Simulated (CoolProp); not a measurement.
Dimethyl ether along the isobar 3.48 MPa: fugacity coefficient from the reference equation and from simpler models built on Tc = 400.4 K, pc = 5.337 MPa, ω = 0.196; each cubic takes its own stable root.

Model: reference Helmholtz-energy equation of state, Wu 2011, in CoolProp.

```
T (K)   phase  reference
-----  ------  ---------
168.9  liquid  0.0001447
176.8  liquid  0.0003201
184.7  liquid  0.0006546
192.6  liquid   0.001250
200.6  liquid   0.002265
208.5  liquid   0.003865
216.4  liquid   0.006295
224.3  liquid   0.009840
232.2  liquid    0.01483
240.1  liquid    0.02163
248    liquid    0.03062
255.9  liquid    0.04223
263.9  liquid    0.05705
271.8  liquid    0.07512
```

Task: How far does each simpler model (van der Waals, Redlich-Kwong, Soave-Redlich-Kwong, Peng-Robinson) lie from the reference over these 14 states: mean and median of the absolute difference, and the worst?

Result: 
- van der Waals: mean 2316.5 %, median 1030.2 %, worst +10300.8 % at 168.9 K and 3.48 MPa
- Redlich-Kwong: mean 67.2 %, median 68.3 %, worst +87.4 % at 168.9 K and 3.48 MPa
- Soave-Redlich-Kwong: mean 0.7 %, median 0.4 %, worst +2.0 % at 271.8 K and 3.48 MPa
- Peng-Robinson: mean 4.6 %, median 2.8 %, worst +14.8 % at 168.9 K and 3.48 MPa
